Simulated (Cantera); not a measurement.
A freely propagating, adiabatic, planar premixed flame of H2 : O2 : N2 = 1 : 0.5 : 1.88 (molar parts), equivalence ratio 1.0, unburnt at 498 K and 0.132 atm; mixture-averaged transport, grid criteria slope 0.08 and curve 0.16, no radiation.

Computed with Cantera and the H2/O2 subset of GRI-Mech 3.0, which has no nitrogen chemistry. Burning velocities carry a grid error of a few per cent, more on coarse grids.

Question: Predict: laminar burning velocity; thermal thickness; peak x(HO2); peak x(OH); peak x(O).

Answer: 
```
Quantity                    Result
------------------------  --------
laminar burning velocity  430 cm/s
thermal thickness          6.12 mm
peak x(HO2)                7.64e-5
peak x(OH)                  0.0177
peak x(O)                   0.0147
```
